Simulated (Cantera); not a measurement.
## Adiabatic ignition

An adiabatic, constant-pressure homogeneous reactor starts with 6.23 % CH4, 0.685 % C2H6, 2.86 % C3H8, 16.2 % O2, 61.0 % N2, 13.1 % H2O, equivalence ratio 1.8, at 1400 K and 3.95 atm.

Model: GRI-Mech 3.0 (53 species, 325 reactions), integrated in Cantera. GRI-Mech 3.0 was tuned for natural gas; its chemistry of propane as a main component is partial and can be far from experiment.

```csv
t (s),T (K),x CH4,x C2H6,x C3H8,x CO,x CO2,x CH3,x H2
1.00e-6,1400,0.0623,0.00685,0.0286,2.00e-9,3.98e-10,3.17e-5,5.51e-6
2.26e-6,1400,0.0623,0.00684,0.0286,2.27e-8,4.74e-9,7.81e-5,1.86e-5
5.09e-6,1399,0.0622,0.00683,0.0284,3.38e-7,6.26e-8,0.000180,6.14e-5
1.15e-5,1398,0.0622,0.00684,0.0280,5.78e-6,6.67e-7,0.000333,0.000227
2.59e-5,1399,0.0620,0.00697,0.0268,5.55e-5,3.18e-6,0.000380,0.000707
5.85e-5,1402,0.0615,0.00721,0.0240,0.000392,1.09e-5,0.000395,0.00203
0.000132,1432,0.0584,0.00694,0.0146,0.00421,8.21e-5,0.000572,0.00840
0.000298,2456,3.57e-6,2.33e-12,<1e-12,0.106,0.0328,1.81e-6,0.116
0.000672,2454,4.71e-11,<1e-12,<1e-12,0.106,0.0328,2.57e-11,0.116
0.00152,2454,4.67e-11,<1e-12,<1e-12,0.106,0.0328,2.55e-11,0.116
0.00342,2454,4.67e-11,<1e-12,<1e-12,0.106,0.0328,2.55e-11,0.116
0.00772,2454,4.68e-11,<1e-12,<1e-12,0.106,0.0328,2.56e-11,0.116
0.0174,2454,4.68e-11,<1e-12,<1e-12,0.106,0.0328,2.56e-11,0.116
0.0393,2454,4.68e-11,<1e-12,<1e-12,0.106,0.0328,2.56e-11,0.116
0.0886,2454,4.68e-11,<1e-12,<1e-12,0.106,0.0328,2.56e-11,0.116
0.200,2454,4.68e-11,<1e-12,<1e-12,0.106,0.0328,2.56e-11,0.116
```
x: mole fraction; the columns are a selection and need not sum to one.

```yaml
time_of_steepest_temperature_rise: 0.186 ms
temperature at 0.200 s: 2454 K
equilibrium_temperature: 2454 K
x(CH4) at 0.200 s: 4.68e-11 (gas-phase equilibrium 5.31e-11)
x(C2H6) at 0.200 s: <1e-12 (gas-phase equilibrium <1e-12)
x(C3H8) at 0.200 s: <1e-12 (gas-phase equilibrium <1e-12)
```
